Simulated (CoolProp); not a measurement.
A single-stage vapour-compression cycle with methanol: evaporating at 323.15 K (dew point), condensing at 343.15 K (bubble point), superheat 5 K, subcooling 0 K, compressor efficiency 0.65, no pressure losses. Each further row changes one setting.

The numbers come from the reference Helmholtz-energy equation of state, de Reuck 1993 in CoolProp.

| case | cooling COP | pressure ratio | discharge temperature (K) | refrigerating effect (kJ/kg) | volumetric capacity (kJ/m³) |
|---|---|---|---|---|---|
| as stated | 9.90 | 2.25 | 393.3 | 1090 | 734 |
| evaporating temperature 328.15 K | 13.6 | 1.82 | 379.2 | 1090 | ___ |
| condensing temperature 338.15 K | ___ | 1.86 | 376.1 | 1100 | 744 |
| subcooling 5 K | 10.0 | 2.25 | 393.3 | 1100 | 744 |
| superheat 15 K | ___ | 2.25 | 409.7 | 1110 | 721 |
| compressor efficiency 0.55 | ___ | 2.25 | 404.9 | 1090 | 734 |

Fill in the missing entries.


- evaporating temperature 328.15 K, volumetric capacity (kJ/m³): 903
- condensing temperature 338.15 K, cooling COP: 13.4
- superheat 15 K, cooling COP: 9.68
- compressor efficiency 0.55, cooling COP: 8.38
